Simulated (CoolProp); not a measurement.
Saturation properties of R245fa (Tc = 427.0 K, pc = 36.51 bar, ω = 0.378).

Computed with CoolProp (reference Helmholtz-energy equation of state, Akasaka 2015).

| T (K) | p (bar) | liquid density (kg/m³) | liquid cp (kJ/(kg K)) | vapour Z | surface tension (mN/m) | liquid conductivity (mW/(m K)) |
|---|---|---|---|---|---|---|
| 340.5 | 5.674 | 1213 | 1.439 | 0.8612 | 8.37 | 79.6 |
| 344.8 | 6.366 | 1199 | 1.455 | 0.8497 | 7.86 | 78.3 |
| 349.1 | 7.120 | 1185 | 1.472 | 0.8374 | 7.36 | 77.1 |
| 353.4 | 7.940 | 1170 | 1.490 | 0.8245 | 6.86 | 75.8 |
| 357.6 | 8.807 | 1154 | 1.508 | 0.8112 | 6.38 | 74.6 |
| 361.9 | 9.766 | 1138 | 1.529 | 0.7968 | 5.89 | 73.4 |
| 366.2 | 10.80 | 1122 | 1.552 | 0.7815 | 5.41 | 72.1 |
| 370.5 | 11.92 | 1105 | 1.578 | 0.7654 | 4.94 | 70.8 |
| 374.8 | 13.12 | 1087 | 1.606 | 0.7483 | 4.48 | 69.6 |
| 379.1 | 14.41 | 1068 | 1.638 | 0.7301 | 4.02 | 68.3 |
| 383.3 | 15.76 | 1049 | 1.674 | 0.7113 | 3.59 | 67.0 |
| 387.6 | 17.24 | 1028 | 1.717 | 0.6906 | 3.15 | 65.7 |

It boils at 288.2 K under 1 atm.

Thermal conductivity comes from a separate model (Huber 2003), an estimate that may be off by 10 % or more. Surface tension comes from a separate correlation (Mulero 2012).
